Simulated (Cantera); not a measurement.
# Moist CO burnout

An isothermal, constant-pressure homogeneous reactor starts with 1.26 % CO, 0.522 % O2, 1.64 % H2O, 96.6 % N2, equivalence ratio 1.2, at 850 K and 0.380 bar.

Model: GRI-Mech 3.0 (53 species, 325 reactions), integrated in Cantera.

```json
[
 {"t (s)": "8.00e-6", "x CO": "0.0126", "x O2": "0.00522", "x H2O": "0.0164", "x HO2": "<1e-12", "x CO2": "<1e-12", "x H2": "<1e-12", "x NO2": "<1e-12"},
 {"t (s)": "5.50e-5", "x CO": "0.0126", "x O2": "0.00522", "x H2O": "0.0164", "x HO2": "<1e-12", "x CO2": "<1e-12", "x H2": "<1e-12", "x NO2": "<1e-12"},
 {"t (s)": "0.000378", "x CO": "0.0126", "x O2": "0.00522", "x H2O": "0.0164", "x HO2": "<1e-12", "x CO2": "<1e-12", "x H2": "<1e-12", "x NO2": "<1e-12"},
 {"t (s)": "0.00260", "x CO": "0.0126", "x O2": "0.00522", "x H2O": "0.0164", "x HO2": "<1e-12", "x CO2": "1.37e-12", "x H2": "<1e-12", "x NO2": "<1e-12"},
 {"t (s)": "0.0179", "x CO": "0.0126", "x O2": "0.00522", "x H2O": "0.0164", "x HO2": "4.41e-12", "x CO2": "1.69e-11", "x H2": "<1e-12", "x NO2": "<1e-12"},
 {"t (s)": "0.123", "x CO": "0.0126", "x O2": "0.00522", "x H2O": "0.0164", "x HO2": "9.30e-11", "x CO2": "3.13e-10", "x H2": "4.57e-12", "x NO2": "<1e-12"},
 {"t (s)": "0.846", "x CO": "0.0126", "x O2": "0.00522", "x H2O": "0.0164", "x HO2": "5.02e-9", "x CO2": "3.12e-8", "x H2": "4.99e-10", "x NO2": "<1e-12"},
 {"t (s)": "5.82", "x CO": "0.0125", "x O2": "0.00518", "x H2O": "0.0164", "x HO2": "5.54e-7", "x CO2": "6.76e-5", "x H2": "2.82e-6", "x NO2": "<1e-12"},
 {"t (s)": "40.0", "x CO": "0.0115", "x O2": "0.00473", "x H2O": "0.0164", "x HO2": "6.52e-7", "x CO2": "0.00101", "x H2": "4.18e-5", "x NO2": "1.17e-12"}
]
```
x: mole fraction; the columns are a selection and need not sum to one.

Equilibrium at this temperature and pressure: CO 0.000453, O2 <1e-12, H2O 0.0148, HO2 <1e-12, CO2 0.0122, H2 0.00168, NO2 <1e-12 (gas phase only).
